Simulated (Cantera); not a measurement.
What does this Cantera script print?

```python
import numpy as np
import cantera as ct

gas = ct.Solution("gri30.yaml")
gas.TPX = 1800, 48, {'C2H6': 1, 'N2': 4.9}
reactor = ct.IdealGasConstPressureReactor(gas, energy="off", clone=False)
net = ct.ReactorNet([reactor])
net.rtol, net.atol = 1e-08, 1e-18
show = ['C2H6', 'C2H2', 'HCN', 'H', 'CH2']
times = np.geomspace(0.0003, 7, 12)

steps = ct.SolutionArray(gas, extra=["t"])
rows = []
print(f"{'t/s':>10s}{'T/K':>9s}{'P/Pa':>11s}" + "".join(f"{s:>11s}" for s in show))
for t in times:
    while net.time < t:
        t_next = net.step()
        steps.append(gas.state, t=t_next)
    rows.append([np.interp(t, steps.t, y) for y in (steps.T, steps.P, *steps(*show).X.T)])
    print(f"{t:10.3e}{rows[-1][0]:9.1f}{rows[-1][1]:11.4g}" + "".join(f"{x:11.3e}" for x in rows[-1][2:]))
rate = np.gradient(steps.T, steps.t)
print("integrator steps:", len(steps.t))
if steps.T.max() > steps.T[0] + 200:
    print(f"time of steepest temperature rise: {steps.t[rate.argmax()]:.4e} s")
gas.TPX = 1800, 48, {'C2H6': 1, 'N2': 4.9}
gas.equilibrate("TP")
print(f"equilibrium (TP): T = {gas.T:.1f} K  " + "  ".join(f"{s} {gas[s].X[0]:.3e}" for s in show))
```

It prints:

```
       t/s      T/K       P/Pa       C2H6       C2H2        HCN          H        CH2
 3.000e-04   1800.0         48  1.601e-01  7.871e-09  7.606e-12  4.966e-05  4.381e-06
 7.485e-04   1800.0         48  1.459e-01  6.351e-07  3.022e-09  3.997e-04  4.174e-05
 1.868e-03   1800.0         48  1.071e-01  1.065e-04  2.934e-07  1.632e-03  1.553e-04
 4.660e-03   1800.0         48  3.502e-02  5.258e-03  2.657e-06  3.817e-03  2.798e-04
 1.163e-02   1800.0         48  9.771e-04  4.733e-02  9.459e-06  5.259e-03  1.995e-04
 2.901e-02   1800.0         48  3.801e-05  8.734e-02  1.360e-05  2.714e-03  6.336e-05
 7.239e-02   1800.0         48  1.211e-05  1.045e-01  1.508e-05  1.533e-03  2.347e-05
 1.806e-01   1800.0         48  4.969e-06  1.117e-01  1.597e-05  1.036e-03  1.079e-05
 4.506e-01   1800.0         48  2.269e-06  1.153e-01  1.676e-05  8.031e-04  5.805e-06
 1.124e+00   1800.0         48  1.100e-06  1.182e-01  1.771e-05  7.360e-04  3.765e-06
 2.805e+00   1800.0         48  4.752e-07  1.214e-01  1.946e-05  8.277e-04  2.886e-06
 7.000e+00   1800.0         48  1.179e-07  1.244e-01  2.370e-05  1.110e-03  2.130e-06
integrator steps: 1105
equilibrium (TP): T = 1800.0 K  C2H6 2.840e-14  C2H2 6.664e-02  HCN 1.187e-01  H 8.198e-03  CH2 2.187e-08
```

Model: GRI-Mech 3.0 (53 species, 325 reactions), integrated in Cantera. GRI-Mech 3.0 stops at C3 and has no aromatics, soot or wall deposition, so with more carbon than oxygen in the feed, carbon stays in small species such as C2H2 where larger ones or solid carbon would form. Radical loss at walls, strong at low pressure, is not modelled.
